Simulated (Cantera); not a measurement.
Feed: 1 mol CaCl2, 0.32 mol H2, at 0.00133 bar.

Cantera equilibrium calculation (NASA polynomials, part measured and part estimated; ideal gas, pure solids and liquids). Candidate condensed phases: Ca, CaCl2; 9 gas species. Kinetics and transport are ignored.

x: gas mole fraction; n: condensed amount in mol.

```json
[
 {"T (K)": "1000", "x H2": "1.000", "x CaCl2": "1.65e-5", "x HCl": "1.60e-7", "x CaCl": "[?]", "n CaCl2(s)": "1.000", "n CaCl2(l)": "0"},
 {"T (K)": "1050", "x H2": "1.000", "x CaCl2": "9.64e-5", "x HCl": "7.25e-7", "x CaCl": "[?]", "n CaCl2(s)": "0", "n CaCl2(l)": "1.000"},
 {"T (K)": "1100", "x H2": "1.000", "x CaCl2": "0.000416", "x HCl": "2.74e-6", "x CaCl": "[?]", "n CaCl2(s)": "0", "n CaCl2(l)": "1.000"},
 {"T (K)": "1150", "x H2": "0.998", "x CaCl2": "0.00157", "x HCl": "9.27e-6", "x CaCl": "[?]", "n CaCl2(s)": "0", "n CaCl2(l)": "0.999"},
 {"T (K)": "1200", "x H2": "0.995", "x CaCl2": "0.00524", "x HCl": "2.84e-5", "x CaCl": "[?]", "n CaCl2(s)": "0", "n CaCl2(l)": "0.998"},
 {"T (K)": "1250", "x H2": "0.984", "x CaCl2": "0.0158", "x HCl": "8.00e-5", "x CaCl": "[?]", "n CaCl2(s)": "0", "n CaCl2(l)": "0.995"},
 {"T (K)": "1300", "x H2": "0.956", "x CaCl2": "0.0433", "x HCl": "0.000207", "x CaCl": "[?]", "n CaCl2(s)": "0", "n CaCl2(l)": "0.985"},
 {"T (K)": "1350", "x H2": "0.889", "x CaCl2": "0.110", "x HCl": "0.000495", "x CaCl": "[?]", "n CaCl2(s)": "0", "n CaCl2(l)": "0.960"},
 {"T (K)": "1400", "x H2": "0.740", "x CaCl2": "0.258", "x HCl": "0.00108", "x CaCl": "[?]", "n CaCl2(s)": "0", "n CaCl2(l)": "0.888"},
 {"T (K)": "1450", "x H2": "0.427", "x CaCl2": "0.568", "x HCl": "0.00201", "x CaCl": "[?]", "n CaCl2(s)": "0", "n CaCl2(l)": "0.574"}
]
```

Fill in the missing entries.


- 1000, x CaCl: 4.58e-8
- 1050, x CaCl: 2.75e-7
- 1100, x CaCl: 1.27e-6
- 1150, x CaCl: 5.03e-6
- 1200, x CaCl: 1.75e-5
- 1250, x CaCl: 5.43e-5
- 1300, x CaCl: 0.000152
- 1350, x CaCl: 0.000386
- 1400, x CaCl: 0.000887
- 1450, x CaCl: 0.00175
